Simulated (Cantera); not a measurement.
Adiabatic ignition

An adiabatic, constant-pressure homogeneous reactor starts with 21.9 % CH3OH, 16.4 % O2, 61.7 % N2, at 1325 K and 23.7 atm.

Detailed kinetics in Cantera: GRI-Mech 3.0 (53 species, 325 reactions). GRI-Mech 3.0 was tuned for natural gas; its chemistry of methanol as a main component is partial and can be far from experiment. The pressure lies above the range GRI-Mech 3.0 was tuned for (to about 10 atm).

```
t (s)     T (K)   x CH3OH     x O2    x CO2   x H2O2     x CO
--------  -----  --------  -------  -------  -------  -------
3.00e-6    1325     0.219    0.164  4.54e-7  4.52e-8  1.42e-6
1.15e-5    1325     0.219    0.164  1.75e-6  1.57e-6  5.71e-6
4.42e-5    1326     0.218    0.164  6.90e-6  3.01e-5  4.05e-5
0.000170   2504  1.85e-11  4.88e-6   0.0381  1.68e-8    0.133
0.000651   2504  1.85e-11  4.87e-6   0.0381  1.68e-8    0.133
0.00250    2504  1.86e-11  4.85e-6   0.0381  1.67e-8    0.133
0.00960    2504  1.86e-11  4.84e-6   0.0381  1.67e-8    0.133
0.0368     2504  1.86e-11  4.84e-6   0.0381  1.67e-8    0.133
0.141      2504  1.86e-11  4.84e-6   0.0381  1.67e-8    0.133
0.543      2504  1.86e-11  4.84e-6   0.0381  1.67e-8    0.133
2.08       2504  1.86e-11  4.84e-6   0.0381  1.67e-8    0.133
8.00       2504  1.86e-11  4.84e-6   0.0381  1.67e-8    0.133
```
x: mole fraction; the columns are a selection and need not sum to one.

```
Property                                                               Value
---------------------------------  -----------------------------------------
time of steepest temperature rise                                   0.104 ms
temperature at 8.00 s                                                 2504 K
equilibrium temperature                                               2504 K
x(CH3OH) at 8.00 s                 1.86e-11 (gas-phase equilibrium 1.91e-11)
x(O2) at 8.00 s                      4.84e-6 (gas-phase equilibrium 4.84e-6)
x(CO2) at 8.00 s                       0.0381 (gas-phase equilibrium 0.0381)
```
